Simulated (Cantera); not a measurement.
Equilibrium for silicon carbide growth: SiH4 + C3H8 + H2 + C2H4

Input: 1 mol SiH4, 0.0041 mol C3H8, 17 mol H2, 0.62 mol C2H4, held at 1.00 bar.

Method: chemical equilibrium by Gibbs-energy minimisation in Cantera with the NASA 1993 tables (ideal gas, pure condensed phases). Candidate condensed phases: C, C6H6, C7H8, C8H18, Si, SiC; 87 gas species. Gases not in the tables: Si2H6 and higher silanes. Equilibrium is a limit: real reactors are often held back by kinetics, nucleation or transport.

```
T (°C)   x H2     x CH4       x H  x C2H2 (acetylene)    x CH3  n SiC(s)  n C(graphite)
------  -----  --------  --------  ------------------  -------  --------  -------------
802     0.987    0.0126   1.46e-8            6.11e-10  3.36e-9      1.00              0
952     0.987    0.0126   3.10e-7             1.55e-7  7.61e-8      1.00              0
1102    0.995   0.00493   3.42e-6             1.77e-6  3.38e-7      1.00          0.153
1252    0.998   0.00227   2.36e-5             1.21e-5  1.09e-6     1.000          0.206
1402    0.999   0.00120  0.000116             5.80e-5  2.84e-6     1.000          0.225
1552    0.999  0.000707  0.000440            0.000214  6.29e-6     1.000          0.229
1702    0.998  0.000452   0.00137            0.000648  1.23e-5     1.000          0.217
1852    0.994  0.000307   0.00362             0.00167  2.17e-5     0.999          0.178
```
x: gas mole fraction; n: condensed amount in mol.

From 802 °C to 952 °C the condensed part is SiC(s). From 1102 °C to 1852 °C the condensed part is C(graphite) + SiC(s).
